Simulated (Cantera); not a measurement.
An isothermal, constant-pressure homogeneous reactor starts with CH4 : H2O : H2 = 1 : 1.5 : 0.81 (molar parts), at 1650 K and 10.0 bar. Integrator tolerance rtol = 1e-08.

Detailed kinetics in Cantera: GRI-Mech 3.0 (53 species, 325 reactions).

**Question.** What does this change do: pressure from 10.0 bar to 0.290 bar?

**Answer.** 
```csv
quantity,before,after
x(CH4) at 20.0 s,0.00497 (gas-phase equilibrium 6.60e-5),0.00397 (gas-phase equilibrium 5.56e-8)
x(H2O) at 20.0 s,0.0929 (gas-phase equilibrium 0.0874),0.0977 (gas-phase equilibrium 0.0873)
x(H2) at 20.0 s,0.717 (gas-phase equilibrium 0.724),0.714 (gas-phase equilibrium 0.724)
x(HO2) at 20.0 s,<1e-12 (gas-phase equilibrium <1e-12),<1e-12 (gas-phase equilibrium <1e-12)
x(CO) at 20.0 s,0.178 (gas-phase equilibrium 0.181),0.174 (gas-phase equilibrium 0.181)
x(CH3) at 20.0 s,3.45e-6 (gas-phase equilibrium 4.55e-8),1.62e-5 (gas-phase equilibrium 2.25e-10)
x(H) at 20.0 s,2.45e-5 (gas-phase equilibrium 2.46e-5),0.000143 (gas-phase equilibrium 0.000145)
```

**Question.** What does this change do: temperature 1650 to 1350 K?

**Answer.** 
```
quantity                                           before                                    after
----------------  ---------------------------------------  ---------------------------------------
x(CH4) at 20.0 s  0.00497 (gas-phase equilibrium 6.60e-5)    0.276 (gas-phase equilibrium 0.00249)
x(H2O) at 20.0 s    0.0929 (gas-phase equilibrium 0.0874)     0.436 (gas-phase equilibrium 0.0864)
x(H2) at 20.0 s       0.717 (gas-phase equilibrium 0.724)      0.275 (gas-phase equilibrium 0.724)
x(HO2) at 20.0 s    <1e-12 (gas-phase equilibrium <1e-12)    <1e-12 (gas-phase equilibrium <1e-12)
x(CO) at 20.0 s       0.178 (gas-phase equilibrium 0.181)    0.00323 (gas-phase equilibrium 0.176)
x(CH3) at 20.0 s  3.45e-6 (gas-phase equilibrium 4.55e-8)  7.88e-6 (gas-phase equilibrium 4.41e-8)
x(H) at 20.0 s    2.45e-5 (gas-phase equilibrium 2.46e-5)  3.96e-7 (gas-phase equilibrium 6.46e-7)
```
